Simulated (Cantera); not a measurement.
# Premixed flame

A freely propagating, adiabatic, planar premixed flame of 25.8 % H₂, 15.5 % O₂, 58.6 % N₂, equivalence ratio 0.83, unburnt at 625 K and 0.987 atm; multicomponent+Soret transport, grid criteria slope 0.08 and curve 0.16, no radiation.

Model: the H2/O2 subset of GRI-Mech 3.0, which has no nitrogen chemistry, integrated in Cantera. Burning velocities carry a grid error of a few per cent, more on coarse grids.

```csv
z (mm),T (K),u (m/s),x H₂,x O₂,x H,x H₂O,x O,x HO₂
-1.38,625,6.47,0.258,0.155,<1e-8,<1e-8,<1e-8,<1e-8
-0.918,625,6.47,0.258,0.155,<1e-8,<1e-8,<1e-8,<1e-8
-0.689,625,6.47,0.258,0.155,<1e-8,<1e-8,<1e-8,1.11e-8
-0.459,625,6.47,0.258,0.156,6.13e-8,4.54e-7,<1e-8,1.15e-6
-0.230,642,6.56,0.248,0.157,0.000164,0.000957,1.04e-5,0.000233
-0.115,835,8.29,0.210,0.153,0.00508,0.0198,0.000403,0.000196
0,1255,12.1,0.115,0.112,0.0303,0.106,0.00626,9.14e-5
0.115,1558,14.9,0.0457,0.0612,0.0441,0.191,0.0137,4.34e-5
0.230,1708,16.3,0.0329,0.0482,0.0393,0.213,0.0147,2.92e-5
0.459,1867,17.6,0.0295,0.0432,0.0288,0.225,0.0127,2.06e-5
0.918,2027,18.9,0.0256,0.0395,0.0186,0.238,0.00973,1.38e-5
1.84,2172,20.1,0.0199,0.0362,0.0105,0.252,0.00664,8.81e-6
3.67,2290,21.0,0.0136,0.0336,0.00510,0.265,0.00406,5.82e-6
```
x: mole fraction of selected species; z is measured from the peak of heat release.

The laminar burning velocity comes out as 647 cm/s and the thermal thickness comes out as 0.459 mm. The peak x(H) comes out as 0.0442, the peak x(O) comes out as 0.0147 and the peak x(HO₂) comes out as 0.000281. The grid points is 128.
